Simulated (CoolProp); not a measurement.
A single-stage vapour-compression cycle with the fluid: evaporating at 228.15 K (dew point), condensing at 269.15 K (bubble point), superheat 8 K, subcooling 2 K, compressor efficiency 0.8, no pressure losses. The same conditions are run with several fluids, on thermodynamics alone (safety and materials aside).

The numbers come from the reference Helmholtz-energy equation of state of each fluid (R142b: Lemmon 2006; R236FA: Pan 2012; R125: Lemmon 2005; propylene: Lemmon 2013; propane: Lemmon 2009; CH2F2 (R32): Tillner-Roth 1997) in CoolProp.

```csv
fluid,cooling COP,pressure ratio,discharge temperature (K),refrigerating effect (kJ/kg),volumetric capacity (kJ/m³)
R142b,3.90,6.88,304.7,201,188
R236FA,3.82,8.50,286.7,140,118
R125,3.67,5.01,289.0,122,918
propylene,3.81,4.54,307.1,357,904
propane,3.83,4.71,300.6,349,719
CH2F2 (R32),3.68,5.08,345.9,317,1240
```
